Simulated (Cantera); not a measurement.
Cantera run, input and output.

```python
import numpy as np
import cantera as ct

gas = ct.Solution("gri30.yaml", transport_model="mixture-averaged")
show = ['OH', 'N2', 'O']

rows = []
print(f"{'T/K':>7s}{'rho':>11s}{'cp':>10s}{'mu':>11s}{'lambda':>11s}{'Pr':>7s}" + "".join(f"{'D_' + s:>11s}" for s in show))
for T in [400, 600, 800, 1000, 1200, 1400, 1600]:
    gas.TPX = T, 100000, {'O2': 0.34}
    Pr = gas.cp_mass * gas.viscosity / gas.thermal_conductivity
    D = [gas.mix_diff_coeffs_mole[gas.species_index(s)] for s in show]
    rows.append([gas.density, gas.cp_mass, gas.viscosity, gas.thermal_conductivity, Pr, *D])
    print(f"{T:7g}{gas.density:11.4e}{gas.cp_mass:10.1f}{gas.viscosity:11.4e}"
          f"{gas.thermal_conductivity:11.4e}{Pr:7.3f}" + "".join(f"{d:11.4e}" for d in D))
print("SI units: kg/m3, J/kg/K, Pa s, W/m/K, m2/s")
```

It prints:

```
    T/K        rho        cp         mu     lambda     Pr       D_OH       D_N2        D_O
    400 9.6212e-01     941.4 2.5629e-05 3.3852e-02  0.713 5.3963e-05 3.4992e-05 5.5061e-05
    600 6.4141e-01    1002.6 3.4077e-05 4.8204e-02  0.709 1.0760e-04 7.0017e-05 1.0979e-04
    800 4.8106e-01    1054.7 4.1353e-05 6.1440e-02  0.710 1.7441e-04 1.1367e-04 1.7797e-04
   1000 3.8485e-01    1090.2 4.7912e-05 7.3608e-02  0.710 2.5310e-04 1.6508e-04 2.5825e-04
   1200 3.2071e-01    1114.2 5.3973e-05 8.4942e-02  0.708 3.4276e-04 2.2366e-04 3.4974e-04
   1400 2.7489e-01    1134.2 5.9661e-05 9.5657e-02  0.707 4.4272e-04 2.8896e-04 4.5173e-04
   1600 2.4053e-01    1151.4 6.5055e-05 1.0592e-01  0.707 5.5244e-04 3.6064e-04 5.6369e-04
SI units: kg/m3, J/kg/K, Pa s, W/m/K, m2/s
```

Detailed kinetics in Cantera: GRI-Mech 3.0 (53 species, 325 reactions).
